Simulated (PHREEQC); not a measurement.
**Nickel, zinc or cadmium bath (model solution)**

Consider water at 38 °C with 0.053 mol NiSO4, 3.3e-05 mol Na2SO4 and 0.0027 mol MnSO4 per kg of water. Closed to the air; pH follows from the charge balance.

Equilibrium calculation in PHREEQC: ion-association model, wateq4f.dat.

Each row changes one thing in this solution. No solid was allowed to form.

| case | pH | ionic strength (mol/kgw) | SO4-2 (mol/kgw) | Ni+2 (mol/kgw) | NiSO4 (mol/kgw) | Mn+2 (mol/kgw) | SI of Morenosite (NiSO4:7H2O) |
|---|---|---|---|---|---|---|---|
| as made | 5.92 | 0.126 | 0.0315 | 0.0301 | 0.0229 | 0.00146 | -1.70 |
| diluted 10-fold with water | 6.10 | 0.0169 | 0.00422 | 0.00401 | 0.00129 | 0.000201 | -2.96 |
| 0.00054 mol/kgw CdSO4 added | 5.92 | 0.127 | 0.0317 | 0.0301 | 0.0229 | 0.00146 | -1.70 |
| MnSO4 from 0.0027 to 0.00027 mol/kgw | 5.91 | 0.122 | 0.0304 | 0.0302 | 0.0227 | 0.000146 | -1.70 |
| Na2SO4 from 3.3e-05 to 1.65e-05 mol/kgw | 5.92 | 0.126 | 0.0315 | 0.0301 | 0.0229 | 0.00146 | -1.70 |
| Na2SO4 from 3.3e-05 to 0.00033 mol/kgw | 5.92 | 0.127 | 0.0317 | 0.0300 | 0.0229 | 0.00145 | -1.70 |
| diluted 2-fold with water | 5.96 | 0.0688 | 0.0172 | 0.0164 | 0.0101 | 0.000800 | -2.06 |
| MnSO4 from 0.0027 to 0.027 mol/kgw | 5.95 | 0.171 | 0.0426 | 0.0287 | 0.0242 | 0.0139 | -1.67 |

Species that the database lacks are ignored. In wateq4f.dat the enthalpy of Ni(OH)2 has the wrong sign, so its saturation index can't be trusted away from 25 °C. Constants without temperature data keep their 25 °C values here.
